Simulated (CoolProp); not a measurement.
C3F8 (R218) at 329.34 K and 0.803 MPa is compressed adiabatically to 2.22 MPa with isentropic efficiency 0.9. Each further row changes one setting.

Values from CoolProp's reference Helmholtz-energy equation of state, Lemmon 2006. It is a short technical equation, of lower accuracy than the large ones.

```
case             work (kJ/kg)  final temperature (K)  final density (kg/m³)
---------------  ------------  ---------------------  ---------------------
as stated                13.4                  359.1                    204
efficiency 1                …                  357.9                    206
efficiency 0.65          18.6                      …                      …
```

**Question.** What belongs in the gaps?

**Answer.** 
- efficiency 1, work (kJ/kg): 12.1
- efficiency 0.65, final temperature (K): 363.7
- efficiency 0.65, final density (kg/m³): 195
